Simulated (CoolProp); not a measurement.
Cyclopropane along the isobar 40.6 bar: Z from the reference equation and from simpler models built on Tc = 398.7 K, pc = 56.05 bar, ω = 0.131; each cubic takes its own stable root.

The numbers come from the reference Helmholtz-energy equation of state, Polt 1992 in CoolProp. This equation is an older, rougher fit; its heat capacities, sound speeds and derivatives of the liquid may be far off and weren't checked against measurements.

| T (K) | phase | reference | Redlich-Kwong | Soave-Redlich-Kwong | Peng-Robinson |
|---|---|---|---|---|---|
| 298 | liquid | 0.1101 | 0.1214 | 0.1193 | 0.1055 |
| 309.6 | liquid | 0.1091 | 0.1211 | 0.1189 | 0.1050 |
| 321.3 | liquid | 0.1085 | 0.1215 | 0.1191 | 0.1052 |
| 333 | liquid | 0.1086 | 0.1228 | 0.1202 | 0.1062 |
| 344.6 | liquid | 0.1093 | 0.1253 | 0.1225 | 0.1083 |
| 356.3 | liquid | 0.1111 | 0.1297 | 0.1266 | 0.1120 |
| 368 | liquid | 0.1147 | 0.1374 | 0.1339 | 0.1187 |
| 391.3 | gas | 0.6468 | 0.6584 | 0.6557 | 0.6308 |
| 403 | gas | 0.6989 | 0.7028 | 0.7041 | 0.6799 |
| 414.7 | gas | 0.7372 | 0.7373 | 0.7412 | 0.7176 |
| 426.3 | gas | 0.7668 | 0.7652 | 0.7710 | 0.7480 |
| 438 | gas | 0.7910 | 0.7887 | 0.7960 | 0.7737 |
| 449.7 | gas | 0.8111 | 0.8088 | 0.8174 | 0.7956 |
| 461.3 | gas | 0.8278 | 0.8260 | 0.8356 | 0.8145 |
| 473 | gas | 0.8422 | 0.8412 | 0.8518 | 0.8311 |
